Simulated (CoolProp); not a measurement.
A Linde-Hampson liquefier for methane: isothermal reversible compression at 200 K from 1 atm to 40 MPa, throttling to 1 atm, return gas leaving the recuperator 5 K below the feed. Each further row changes one setting.

Computed with CoolProp (reference Helmholtz-energy equation of state, Setzmann 1991).

| case | liquid yield per pass | compression work (kJ/kg of gas) |
|---|---|---|
| as stated | 0.489 | 487 |
| high pressure 80 MPa | 0.413 | 593 |
| warm-end temperature 230 K | 0.399 | 609 |
| warm-end gap 10 K | 0.481 | 487 |
